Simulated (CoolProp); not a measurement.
Properties of c-C4F8 (RC318) at several states (Tc = 115.2 °C, pc = 2.778 MPa, ω = 0.355).

The numbers come from the reference Helmholtz-energy equation of state, Platzer 1990 in CoolProp. This equation is an older, rougher fit.

| T (°C) | p (MPa) | phase | density (kg/m³) | isothermal compressibility (1/MPa) | expansivity (1/kK) | conductivity (mW/(m K)) |
|---|---|---|---|---|---|---|
| 136.45 | 0.0205 | gas | 1.207 | 48.88 | 2.459 | 19.7 |
| 42.25 | 0.0996 | gas | 7.787 | 10.30 | 3.439 | 13.3 |
| 48.05 | 0.0176 | gas | 1.323 | 57.05 | 3.154 | 13.7 |

Thermal conductivity comes from a separate model (Huber 2003), an estimate that may be off by 10 % or more.
